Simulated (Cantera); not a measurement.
A perfectly stirred reactor is fed with CH4 : H2 = 1 : 11 (molar parts), at 0.0267 bar; it is held at 1650 K, and followed from long to short residence time.

Model: GRI-Mech 3.0 (53 species, 325 reactions), integrated in Cantera. GRI-Mech 3.0 stops at C3 and has no aromatics, soot or wall deposition, so with more carbon than oxygen in the feed, carbon stays in small species such as C2H2 where larger ones or solid carbon would form. Radical loss at walls, strong at low pressure, is not modelled.

Q: What does this change do: CH4 1 to 0.35 parts?

A: 
```
quantity                 before     after
---------------------  --------  --------
x(CH4) at τ = 11.0 s     0.0156   0.00893
x(H2) at τ = 11.0 s       0.953     0.980
x(CH3) at τ = 11.0 s   0.000165   9.64e-5
x(H) at τ = 11.0 s     0.000498  0.000521
x(C2H) at τ = 11.0 s    7.10e-8   2.45e-8
x(CH4) at τ = 0.200 s    0.0681    0.0280
x(H2) at τ = 0.200 s      0.924     0.970
x(CH3) at τ = 0.200 s  0.000567  0.000245
x(H) at τ = 0.200 s    0.000380  0.000419
x(C2H) at τ = 0.200 s   1.16e-8   2.28e-9
```
